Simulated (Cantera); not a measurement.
Feed: 1 mol C2H6, 0.39 mol H2, 1.9 mol CO2, at 10.0 mbar.

Cantera equilibrium calculation (NASA polynomials, part measured and part estimated; ideal gas, pure solids and liquids). Candidate condensed phases: C, C6H6, C7H8, C8H18, H2O; 131 gas species. Ions and electrons are included (thermal ionisation). Equilibrium is a limit: real reactors are often held back by kinetics, nucleation or transport. All values below are at 4500 K.

Base state: H 0.628, CO 0.343, C 0.0191, O 0.00981, H2 0.000330, e- 1.74e-5, C+ 1.57e-5, C2 1.25e-5 (mole fractions); condensed: gas only.

Question: What changes in the equilibrium state with this change: CO2 from 1.9 to 0.074 mol?

Answer: 
| species | before | after |
|---|---|---|
| H | 0.628 | 0.766 |
| C | 0.0191 | 0.215 |
| CO | 0.343 | 0.0167 |
| C3 | 2.72e-8 | 3.88e-5 |
| O | 0.00981 | 4.25e-5 |
| C2 | 1.25e-5 | 0.00159 |
